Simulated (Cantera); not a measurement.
Charge: 1 mol MgCO3, 0.28 mol O2, 0.077 mol H2O, at 1148.15 K and 1 atm.

Method: chemical equilibrium by Gibbs-energy minimisation in Cantera with the NASA 1993 tables (ideal gas, pure condensed phases). Candidate condensed phases: C, C6H6, C7H8, C8H18, H2O, Mg, MgCO3, MgO, Mg(OH)2; 116 gas species. Equilibrium is a limit: real reactors are often held back by kinetics, nucleation or transport.

Base state: CO2 0.737, O2 0.206, H2O 0.0567 (mole fractions); condensed: MgO(s).

Q: What changes in the equilibrium state with this change: MgCO3 replaced by CaO?

A: 
```tsv
species	before	after
O2	0.206	0.784
H2O	0.0567	0.216
CO2	0.737	0
MgO(s), mol	1.00	0
CaO(s), mol	0	1.00
```
Further candidate phases: Ca, CaO, Ca(OH)2.
